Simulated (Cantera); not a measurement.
An adiabatic, constant-pressure homogeneous reactor starts with CH₄ : H₂ : O₂ : N₂ = 1 : 0.24 : 3.37 : 12.7 (molar parts), equivalence ratio 0.63, at 1373 K and 0.720 bar.

Detailed kinetics in Cantera: GRI-Mech 3.0 (53 species, 325 reactions).

x: mole fraction; the columns are a selection and need not sum to one.

```csv
t (s),T (K),x CH₄,x H₂,x O₂,x O,x CH₂CO,x HCO
7.00e-6,1373,0.0578,0.0139,0.195,2.23e-9,<1e-12,<1e-12
1.99e-5,1373,0.0578,0.0139,0.195,3.46e-9,<1e-12,<1e-12
5.68e-5,1373,0.0578,0.0139,0.195,7.90e-9,<1e-12,<1e-12
0.000162,1373,0.0578,0.0139,0.195,?,<1e-12,4.28e-12
0.000461,1373,0.0576,0.0138,0.195,?,?,?
0.00131,1613,0.0281,0.0208,0.162,0.000116,0.000440,1.94e-5
0.00374,2484,<1e-12,0.00291,0.0715,0.00425,<1e-12,1.18e-9
0.0106,2480,<1e-12,0.00288,0.0699,0.00411,<1e-12,1.14e-9
0.0303,2473,<1e-12,0.00284,0.0675,0.00390,<1e-12,1.09e-9
0.0863,2470,<1e-12,0.00282,0.0666,0.00381,<1e-12,1.07e-9
0.246,2470,<1e-12,0.00282,0.0665,0.00381,<1e-12,1.07e-9
0.700,2470,<1e-12,0.00282,0.0665,0.00381,<1e-12,1.07e-9
```

Problem. Fill in the missing entries.

Solution. 
- 0.000162, x O: 3.72e-8
- 0.000461, x O: 7.20e-7
- 0.000461, x CH₂CO: 2.26e-9
- 0.000461, x HCO: 1.40e-9
